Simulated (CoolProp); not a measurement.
Computed with CoolProp (reference Helmholtz-energy equation of state, McLinden 2015).

**Question.** Give the vapour pressure (kPa), enthalpy of vaporisation (kJ/kg), liquid cp (kJ/(kg K)) of saturated the fluoroketone C6F12O (FK-5-1-12) at 69.85, 98.05, 105.05 °C.

**Answer.** 
```tsv
T (°C)	p (kPa)	enthalpy of vaporisation (kJ/kg)	liquid cp (kJ/(kg K))
69.85	198	81.4	1.15
98.05	426	71.2	1.19
105.05	505	68.3	1.21
```
